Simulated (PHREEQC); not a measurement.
CaCl2 is added in steps, without added water, to 1 kg of water holding 3 mmol/kgw HF, 0.081 mmol/kgw (CH3)4NF and 0.12 mmol/kgw H4SiO4, at 15 °C. O2 is buffered at 0.21 atm. The system is closed to CO2. The run lets Fluorite, Portlandite, Chalcedony precipitate or redissolve, and no other solid.

Base run: PHREEQC, ion-association model, wateq4f.dat. Each further column changes one thing. The table gives Ca in solution (mol/kgw).

```tsv
CaCl2 added (mol)	base	all activity coefficients set to 1	Debye-Hückel limiting law	database phreeqc.dat	metal-ligand complexes left out
0	0	0	0	0	0
0.000225	3.48e-5	…	3.51e-5	3.45e-5	3.46e-5
0.0004125	5.13e-5	…	5.19e-5	5.09e-5	5.11e-5
0.0006375	8.08e-5	6.81e-5	8.17e-5	8.03e-5	8.06e-5
0.0008625	0.000127	…	0.000128	0.000126	0.000127
0.001087	0.000200	0.000176	0.000202	0.000199	0.000199
0.001275	0.000288	0.000261	0.000290	0.000287	0.000288
0.0015	0.000426	0.000397	0.000429	0.000425	0.000426
```

Q: Some entries are withheld; supply them.

A: 
- 0.000225, all activity coefficients set to 1: 2.91e-5
- 0.0004125, all activity coefficients set to 1: 4.30e-5
- 0.0008625, all activity coefficients set to 1: 0.000109

(CH3)4N+ isn't in the database: it is added as a free cation with an ion size of 4 Å. SiF6-2 is the database's only silicon fluoride. phreeqc.dat and wateq4f.dat share most of their constants, so their agreement is no independent check. Solids allowed in the column 'database phreeqc.dat': Fluorite, SiO2(a).
